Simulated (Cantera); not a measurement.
A perfectly stirred reactor is fed with H2 : O2 : N2 = 1.2 : 1 : 1 (molar parts), at 100.0 Torr; it is held at 925 K, and followed from long to short residence time.

Cantera simulation using GRI-Mech 3.0 (53 species, 325 reactions); the numbers are that mechanism's predictions, not measurements. Radical loss at walls, strong at low pressure, is not modelled. Below about 950 K walls govern HO2 and H2O2 in real vessels. The temperature is held fixed by assumption; the heat of reaction is taken as removed at once.

x: mole fraction; the columns are a selection and need not sum to one.

```
τ (s)     x H2   x O2      x NO     x NO2  x O       x H
------  ------  -----  --------  --------  ---  --------
1.6     0.0238  0.164  6.23e-10  1.11e-10    ?   9.18e-6
0.63    0.0248  0.164   1.49e-9  1.12e-10    ?   2.31e-5
0.24    0.0278  0.166   3.46e-9  1.06e-10    ?   6.00e-5
0.093   0.0337  0.168   7.23e-9  9.27e-11    ?  0.000152
0.036   0.0438  0.172   1.38e-8  7.59e-11    ?  0.000380
0.014   0.0592  0.179   2.44e-8  5.87e-11    ?  0.000928
0.0053  0.0824  0.188   4.07e-8  4.28e-11    ?   0.00226
0.0020   0.115  0.202   6.23e-8  2.95e-11    ?   0.00531
```

Question: Fill in the missing entries.

Answer: 
- 1.6, x O: 7.72e-6
- 0.63, x O: 1.86e-5
- 0.24, x O: 4.35e-5
- 0.093, x O: 9.26e-5
- 0.036, x O: 0.000184
- 0.014, x O: 0.000344
- 0.0053, x O: 0.000629
- 0.0020, x O: 0.00111
